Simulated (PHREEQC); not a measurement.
# Sulfide liquor (model solution)

Make-up at 20 °C: 0.001 mol/kgw H2S, 0.00013 mol/kgw NaOH and 0.0015 mol/kgw FeCl2. Closed to the air; pH follows from the charge balance.

Model: ion-association model, phreeqc.dat, run in PHREEQC.

Precipitation was switched off in this run.

Estimate the pH, specific conductance.

pH 4.99; specific conductance 326 µS/cm.

In which forms is Fe present?

Fe+2 95 %, Fe(HS)2 4.4 % of the Fe.

Saturation is exceeded, for instance for Mackinawite, FeS(ppt); the values hold only as long as no solid forms.
